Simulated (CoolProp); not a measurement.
Vapour-liquid equilibrium of ethylene (1) + propane (2) at 250.9 K; x and y are mole fractions of (1).

Computed with CoolProp (multi-fluid Helmholtz-energy mixture model, Smukala 2000 and Lemmon 2009; pair parameters Bell 2016).

| x | bubble pressure, mixture model (MPa) | bubble pressure, Raoult's law (MPa) | y, mixture model | y, Raoult's law |
|---|---|---|---|---|
| 0.05 | 0.3261 | 0.3333 | 0.323 | 0.358 |
| 0.2 | 0.6333 | 0.6573 | 0.680 | 0.726 |
| 0.35 | 0.9408 | 0.9813 | 0.807 | 0.851 |
| 0.5 | 1.246 | 1.305 | 0.874 | 0.914 |
| 0.65 | 1.553 | 1.629 | 0.919 | 0.952 |
| 0.8 | 1.878 | 1.953 | 0.954 | 0.977 |
| 0.95 | 2.246 | 2.277 | 0.988 | 0.995 |

The largest gap from Raoult's law is -4.7 % in bubble pressure, at x = 0.65. No azeotrope shows between x = 0.05 and 0.95.

Pair parameters are fitted to limited data, so mixtures are less certain than the pure fluids.
